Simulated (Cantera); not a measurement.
An isothermal, constant-pressure homogeneous reactor starts with CH₄ : O₂ : N₂ = 0.016 : 0.0061 : 1 (molar parts), at 1275 K and 1.90 bar. Integrator tolerance rtol = 1e-08.

Model: GRI-Mech 3.0 (53 species, 325 reactions), integrated in Cantera. GRI-Mech 3.0 stops at C3 and has no aromatics, soot or wall deposition, so with more carbon than oxygen in the feed, carbon stays in small species such as C2H2 where larger ones or solid carbon would form.

**Question.** What does this change do: temperature 1275 to 1125 K?

**Answer.** 
| quantity | before | after |
|---|---|---|
| x(CH₄) at 300 s | 0.00455 (gas-phase equilibrium 0.000883) | 0.00924 (gas-phase equilibrium 0.00295) |
| x(O₂) at 300 s | <1e-12 (gas-phase equilibrium <1e-12) | 3.76e-7 (gas-phase equilibrium <1e-12) |
| x(NO) at 300 s | 1.15e-12 (gas-phase equilibrium <1e-12) | 1.13e-11 (gas-phase equilibrium <1e-12) |
| x(H₂) at 300 s | 0.0130 (gas-phase equilibrium 0.0275) | 0.00558 (gas-phase equilibrium 0.0245) |
| x(CH₂O) at 300 s | 1.78e-9 (gas-phase equilibrium 2.89e-10) | 5.16e-9 (gas-phase equilibrium 2.77e-10) |
| x(H) at 300 s | 5.21e-8 (gas-phase equilibrium 8.93e-8) | 1.43e-9 (gas-phase equilibrium 5.08e-9) |
| x(C₂H) at 300 s | 3.87e-12 (gas-phase equilibrium <1e-12) | <1e-12 (gas-phase equilibrium <1e-12) |

**Question.** What does this change do: pressure from 1.90 bar to 10.0 bar?

**Answer.** 
| quantity | before | after |
|---|---|---|
| x(CH₄) at 300 s | 0.00455 (gas-phase equilibrium 0.000883) | 0.00617 (gas-phase equilibrium 0.00220) |
| x(O₂) at 300 s | <1e-12 (gas-phase equilibrium <1e-12) | <1e-12 (gas-phase equilibrium <1e-12) |
| x(NO) at 300 s | 1.15e-12 (gas-phase equilibrium <1e-12) | <1e-12 (gas-phase equilibrium <1e-12) |
| x(H₂) at 300 s | 0.0130 (gas-phase equilibrium 0.0275) | 0.0105 (gas-phase equilibrium 0.0256) |
| x(CH₂O) at 300 s | 1.78e-9 (gas-phase equilibrium 2.89e-10) | 3.06e-9 (gas-phase equilibrium 1.42e-9) |
| x(H) at 300 s | 5.21e-8 (gas-phase equilibrium 8.93e-8) | 2.41e-8 (gas-phase equilibrium 3.75e-8) |
| x(C₂H) at 300 s | 3.87e-12 (gas-phase equilibrium <1e-12) | 1.23e-12 (gas-phase equilibrium <1e-12) |
